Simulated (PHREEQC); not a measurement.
Consider water at 76 °C with 0.05 mol/kgw Pb(NO3)2 and 0.003 mol/kgw KBr. Closed to the air; pH follows from the charge balance.

Model: ion-association model, phreeqc.dat, run in PHREEQC.

No solid was allowed to form.

Predict the pH, ionic strength.

pH 4.55; ionic strength 0.123 mol/kgw.

In which forms is N present?

NO3- 87 %, PbNO3+ 13 % of the N.

Examples of supersaturated solids here: Pb(OH)2. Others may be too. Complexes and solids missing from the database can't appear. Away from 25 °C the constants follow the database's enthalpies or fits; those with neither stay at their 25 °C values.
